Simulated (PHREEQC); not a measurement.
Consider water at 25 °C with 0.005 mol/kgw Cu(NO3)2, 8.7e-05 mol/kgw H2SO4 and 3.8e-05 mol/kgw H3BO3. Closed to the air; pH follows from the charge balance.

Model: ion-association model, phreeqc.dat, run in PHREEQC.

```json
[
 {"quantity": "pH", "before": "3.81", "after": "3.84"},
 {"quantity": "SO4-2 (mol/kgw)", "before": "6.20e-5", "after": "4.06e-5"},
 {"quantity": "CuSO4 (mol/kgw)", "before": "2.43e-5", "after": "4.62e-5"},
 {"quantity": "HSO4- (mol/kgw)", "before": "6.57e-7", "after": "2.44e-7"},
 {"quantity": "CuOH+ (mol/kgw)", "before": "2.26e-7", "after": "1.65e-6"},
 {"quantity": "Cu2(OH)2+2 (mol/kgw)", "before": "2.87e-8", "after": "1.97e-6"}
]
```

Problem. Name the change that produced these shifts.
A. H3BO3 from 3.8e-05 to 5.7e-05 mol/kgw
B. H3BO3 left out
C. diluted 5-fold with water
D. Cu(NO3)2 from 0.005 to 0.05 mol/kgw
E. temperature from 25 to 35 °C

Solution. D, Cu(NO3)2 from 0.005 to 0.05 mol/kgw

Precipitation was switched off in this run.
